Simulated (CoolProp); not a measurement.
Dodecamethylcyclohexasiloxane (D6) along the isobar 8.85 bar: Z from the reference equation and from simpler models built on Tc = 645.8 K, pc = 9.614 bar, ω = 0.736; each cubic takes its own stable root.

Computed with CoolProp (reference Helmholtz-energy equation of state, Colonna 2008). It is a short technical equation, of lower accuracy than the large ones.

```csv
T (K),phase,reference,van der Waals,Redlich-Kwong,Soave-Redlich-Kwong,Peng-Robinson
431,liquid,0.1335,0.2293,0.1587,0.1453,0.1291
454.6,liquid,0.1311,0.2232,0.1556,0.1416,0.1257
478.2,liquid,0.1293,0.2186,0.1536,0.1391,0.1233
501.9,liquid,0.1283,0.2153,0.1528,0.1376,0.1219
525.5,liquid,0.1282,0.2136,0.1532,0.1375,0.1217
549.1,liquid,0.1293,0.2136,0.1553,0.1391,0.1231
572.7,liquid,0.1319,0.2163,0.1598,0.1430,0.1266
596.4,liquid,0.1374,0.2233,0.1684,0.1510,0.1339
620,liquid,0.1488,0.2411,0.1867,0.1685,0.1500
```
